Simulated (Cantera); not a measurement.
## Equilibrium for carbon deposition, reforming and gasification: toluene + NH3 + H2

Input: 1 mol toluene, 0.33 mol NH3, 4.7 mol H2, at 1000 Pa.

Method: chemical equilibrium by Gibbs-energy minimisation in Cantera with the NASA 1993 tables (ideal gas, pure condensed phases). Candidate condensed phases: C, C6H6, C7H8, C8H18; 92 gas species. The numbers say what is thermodynamically allowed, not how fast it happens.

```
T (K)  log p H2  log p H  log p CH4  log p N2  log p C2H2 (acetylene)  n C(graphite)
-----  --------  -------  ---------  --------  ----------------------  -------------
723       -2.03     <-14      -3.33     -3.73                    <-14           6.58
923       -2.01   -10.62      -4.65     -3.75                  -11.93           6.98
1123      -2.01    -8.37      -5.55     -3.75                   -9.67           7.00
1323      -2.01    -6.80      -6.18     -3.75                   -8.09           7.00
1523      -2.01    -5.64      -6.65     -3.76                   -6.94           7.00
1723      -2.01    -4.74      -7.01     -3.76                   -6.05           6.99
1923      -2.01    -4.03      -7.30     -3.77                   -5.36           6.98
2123      -2.02    -3.46      -7.55     -3.80                   -4.81           6.94
2323      -2.06    -2.99      -7.81     -3.85                   -4.37           6.86
2523      -2.13    -2.62      -8.11     -3.94                   -4.06           6.72
2723      -2.28    -2.35      -8.54     -4.06                   -3.88           6.47
```
log p: log10 of the partial pressure in bar; n: condensed amount in mol.

From 723 K to 2723 K the condensed part is C(graphite). The main C-bearing gas is CH4 at 723 K and C2H2 (acetylene) at 2723 K.
